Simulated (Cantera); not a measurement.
Input (Python, Cantera):

```python
import numpy as np
import cantera as ct

gas = ct.Solution("gri30.yaml")
gas.TPX = 450, 890000, {'C2H6': 1, 'O2': 2.5, 'N2': 9.4, 'H2O': 0.88}
flame = ct.FreeFlame(gas, width=0.0087)
flame.set_refine_criteria(ratio=3, slope=0.08, curve=0.16)
flame.transport_model = "mixture-averaged"
flame.solve(loglevel=0, auto=True)
z, T = flame.grid, flame.T
thick = (T[-1] - T[0]) / np.gradient(T, z).max()
show = ['C2H6', 'O2', 'H2O', 'HCO', 'CH2O', 'H']
print(f"laminar burning velocity  {flame.velocity[0] * 100:.3f} cm/s")
print(f"burnt temperature         {T[-1]:.1f} K")
print(f"thermal thickness         {thick * 1e3:.4f} mm")
print(f"grid points               {len(z)}")
z0 = z[flame.heat_release_rate.argmax()]
print(f"{'z/mm':>9s}{'T/K':>9s}{'u/(m/s)':>9s}" + "".join(f"{s:>11s}" for s in show))
rows = []
for k in (-3, -2, -1.5, -1, -0.5, -0.25, 0, 0.25, 0.5, 1, 2, 4, 8):
    zz = z0 + k * thick
    rows.append([k * thick, np.interp(zz, z, T), np.interp(zz, z, flame.velocity),
                 *(np.interp(zz, z, flame.X[gas.species_index(s)]) for s in show)])
    print(f"{rows[-1][0] * 1e3:9.3f}{rows[-1][1]:9.1f}{rows[-1][2]:9.3f}" + "".join(f"{x:11.3e}" for x in rows[-1][3:]))
```

Result:

```
laminar burning velocity  21.222 cm/s
burnt temperature         2037.5 K
thermal thickness         0.1116 mm
grid points               142
     z/mm      T/K  u/(m/s)       C2H6         O2        H2O        HCO       CH2O          H
   -0.335    450.5    0.213  7.237e-02  1.808e-01  6.377e-02  1.292e-20  1.696e-07  5.378e-19
   -0.223    456.1    0.217  7.197e-02  1.795e-01  6.436e-02  2.672e-18  2.815e-06  1.578e-17
   -0.167    475.3    0.227  7.127e-02  1.769e-01  6.675e-02  1.142e-16  1.564e-05  2.800e-16
   -0.112    584.3    0.283  6.761e-02  1.654e-01  7.937e-02  1.127e-13  1.345e-04  1.484e-13
   -0.056   1000.8    0.501  4.652e-02  1.201e-01  1.226e-01  3.879e-09  8.901e-04  7.812e-08
   -0.028   1366.9    0.701  2.024e-02  7.627e-02  1.588e-01  1.782e-06  1.599e-03  3.488e-05
    0.000   1719.0    0.898  1.656e-03  3.334e-02  1.908e-01  7.309e-06  6.049e-04  3.888e-04
    0.028   1904.9    0.999  5.222e-05  1.252e-02  2.047e-01  2.414e-06  1.320e-04  6.842e-04
    0.056   1980.0    1.037  1.197e-05  5.144e-03  2.081e-01  9.598e-07  5.697e-05  6.407e-04
    0.112   2026.1    1.060  2.820e-06  1.309e-03  2.077e-01  2.581e-07  2.018e-05  4.019e-04
    0.223   2042.4    1.067  6.751e-07  2.097e-04  2.052e-01  7.839e-08  7.386e-06  2.175e-04
    0.446   2044.8    1.069  2.784e-07  1.849e-05  2.025e-01  5.016e-08  4.142e-06  1.728e-04
    0.893   2043.2    1.069  1.254e-07  5.400e-07  2.003e-01  4.412e-08  2.601e-06  1.689e-04
```

Model: GRI-Mech 3.0 (53 species, 325 reactions), integrated in Cantera. Burning velocities carry a grid error of a few per cent, more on coarse grids.
